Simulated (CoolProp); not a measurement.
Vapour-liquid equilibrium of ethylene (1) + isobutane (2) at 0.0231 MPa; x and y are mole fractions of (1).

Model: multi-fluid Helmholtz-energy mixture model, Smukala 2000 and Bücker 2006; pair parameters Bell 2016, in CoolProp.

```tsv
x	bubble temperature, mixture model (K)	bubble temperature, Raoult's law (K)	y, mixture model	y, Raoult's law
0.05	…	197.1	…	0.874
0.15	…	176.5	0.973	0.981
0.25	170.0	167.7	…	0.993
0.35	164.0	162.4	0.996	0.997
0.45	…	158.6	0.998	0.998
0.55	156.4	155.8	0.999	0.999
0.65	…	153.5	0.999	0.999
0.75	151.7	151.5	1.000	1.000
0.85	…	149.9	1.000	1.000
0.95	148.5	148.5	1.000	1.000
```

Question: Some entries are withheld; supply them.

Answer: 
- 0.05, bubble temperature, mixture model (K): 201.2
- 0.05, y, mixture model: 0.827
- 0.15, bubble temperature, mixture model (K): 179.6
- 0.25, y, mixture model: 0.991
- 0.45, bubble temperature, mixture model (K): 159.7
- 0.65, bubble temperature, mixture model (K): 153.8
- 0.85, bubble temperature, mixture model (K): 150.0

The largest gap from Raoult's law is +4.1 K in bubble temperature, at x = 0.05. No azeotrope shows between x = 0.05 and 0.95.

Pair parameters are fitted to limited data, so mixtures are less certain than the pure fluids.
